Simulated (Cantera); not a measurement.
Feed: 1 mol BaF2, 0.18 mol H2O, 1.5 mol N2, 0.076 mol HF, held at 24.0 mbar.

Cantera equilibrium calculation (NASA polynomials, part measured and part estimated; ideal gas, pure solids and liquids). Candidate condensed phases: Ba, BaF2, BaO, Ba(OH)2, H2O; 45 gas species. The numbers say what is thermodynamically allowed, not how fast it happens.

log p: log10 of the partial pressure in bar; n: condensed amount in mol.

```csv
T (°C),log p N2,log p BaF2,log p H2O,log p HF,log p BaF,n BaF2(s),n BaF2(l)
1177,-1.69,-4.94,-2.61,-2.98,-9.72,0.999,0
1227,-1.69,-4.51,-2.61,-2.98,-8.95,0.998,0
1277,-1.69,-4.11,-2.61,-2.98,-8.23,0.994,0
1327,-1.69,?,-2.61,-2.99,?,0.987,0
1377,-1.70,-3.40,-2.62,-2.99,-6.93,0,0.971
1427,-1.70,-3.11,-2.63,-3.00,-6.36,0,0.940
1477,-1.72,-2.82,-2.64,-3.01,-5.82,0,0.883
1527,-1.74,?,-2.67,-3.03,?,0,?
1577,-1.79,-2.31,-2.73,-3.06,-4.84,0,0.551
1627,-1.88,-2.08,-2.83,-3.12,-4.39,0,0.0580
1677,-1.89,-2.07,-2.85,-3.11,-4.19,0,0
1727,-1.89,-2.07,-2.86,-3.10,-4.03,0,0
1777,-1.89,-2.07,-2.87,-3.07,-3.88,0,0
1827,-1.89,-2.07,-2.89,-3.05,-3.75,0,0
```

Q: Fill in the missing entries.

A: 
- 1527, log p BaF2: -2.56
- 1527, log p BaF: -5.32
- 1527, n BaF2(l): 0.772
- 1327, log p BaF2: -3.74
- 1327, log p BaF: -7.56
